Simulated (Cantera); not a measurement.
An adiabatic, constant-volume homogeneous reactor starts with CH4 : H2 : O2 : N2 : H2O = 1 : 0.19 : 5.11 : 19.2 : 0.59 (molar parts), equivalence ratio 0.41, at 1673 K and 750 Torr. Integrator tolerance rtol = 1e-08.

Model: GRI-Mech 3.0 (53 species, 325 reactions), integrated in Cantera.

Task: What does this change do: constant pressure in place of constant volume?

Result: 
```csv
quantity,before,after
time of steepest temperature rise,0.144 ms,0.148 ms
temperature at 4.00 s,2536 K,2402 K
equilibrium temperature,2536 K,2402 K
x(CH4) at 4.00 s,<1e-12 (gas-phase equilibrium <1e-12),<1e-12 (gas-phase equilibrium <1e-12)
x(H2) at 4.00 s,0.00174 (gas-phase equilibrium 0.00174),0.00112 (gas-phase equilibrium 0.00112)
x(O2) at 4.00 s,0.104 (gas-phase equilibrium 0.104),0.107 (gas-phase equilibrium 0.107)
x(NO) at 4.00 s,0.0166 (gas-phase equilibrium 0.0166),0.0132 (gas-phase equilibrium 0.0132)
x(H) at 4.00 s,0.00100 (gas-phase equilibrium 0.00100),0.000543 (gas-phase equilibrium 0.000543)
```

Task: What does this change do: initial temperature 1673 to 1225 K?

Result: 
```
quantity                                                            before                                      after
---------------------------------  ---------------------------------------  -----------------------------------------
time of steepest temperature rise                                 0.144 ms                                    4.45 ms
temperature at 4.00 s                                               2536 K                                     2253 K
equilibrium temperature                                             2536 K                                     2253 K
x(CH4) at 4.00 s                     <1e-12 (gas-phase equilibrium <1e-12)      <1e-12 (gas-phase equilibrium <1e-12)
x(H2) at 4.00 s                    0.00174 (gas-phase equilibrium 0.00174)  0.000368 (gas-phase equilibrium 0.000368)
x(O2) at 4.00 s                        0.104 (gas-phase equilibrium 0.104)        0.110 (gas-phase equilibrium 0.110)
x(NO) at 4.00 s                      0.0166 (gas-phase equilibrium 0.0166)    0.00994 (gas-phase equilibrium 0.00994)
x(H) at 4.00 s                     0.00100 (gas-phase equilibrium 0.00100)  0.000108 (gas-phase equilibrium 0.000108)
```
